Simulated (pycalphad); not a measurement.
**Effect of Si content in Fe-Si**

Computed with pycalphad from the COST 507 light-alloy database (1999), at 1 atm. The database dates from 1999; later assessments differ in places, in temperatures and in the compounds included. Amounts are mole fractions of atoms. Diffusion is slow at the low end, where real alloys seldom reach equilibrium.

```tsv
alloy	liquidus (K)	first solid	solidus (K)	phases at 730 K
Fe-3.057Si (wt.%)	1761	bcc	1741	bcc 1.00
Fe-13.45Si (wt.%)	1553	bcc	1513	ordered bcc (B2) 1.00
Fe-54.94Si (wt.%)	1482	FESI2_H	1478	FESI2_L 0.88, diamond (Si) 0.12
Fe-89.45Si (wt.%)	1663	diamond (Si)	1478	diamond (Si) 0.83, FESI2_L 0.17
```

Database names, with the compositions (at.%) that they take in these runs: FESI2_H: Si 70 Fe 30; FESI2_L: Si 67 Fe 33.
